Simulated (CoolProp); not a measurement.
Saturation properties of propylene (Tc = 91.1 °C, pc = 4.555 MPa, ω = 0.146).

Computed with CoolProp (reference Helmholtz-energy equation of state, Lemmon 2013).

```tsv
T (°C)	p (MPa)	vapour Z	surface tension (mN/m)	vapour viscosity (µPa s)
-36.05	[?]	0.9488	15.1	6.68
-32.65	0.1909	0.9437	14.6	6.77
-29.35	0.2170	0.9385	14.2	6.87
-25.95	[?]	[?]	13.7	6.97
-22.65	0.2781	0.9269	13.2	[?]
-19.35	[?]	0.9207	12.8	7.17
-15.95	0.3515	0.9140	12.3	7.27
-12.65	0.3926	0.9072	[?]	7.38
-9.35	0.4372	0.9000	11.4	7.49
```

### Question
Some entries are withheld; supply them.

### Answer

- -36.05, p (MPa): 0.1666
- -25.95, p (MPa): 0.2466
- -25.95, vapour Z: 0.9327
- -22.65, vapour viscosity (µPa s): 7.07
- -19.35, p (MPa): 0.3127
- -12.65, surface tension (mN/m): 11.9

It boils at -47.6 °C under 1 atm.

Viscosity comes from a separate model (Huber 2003), an estimate that may be off by 10 % or more. Surface tension comes from a separate correlation (Mulero 2012).
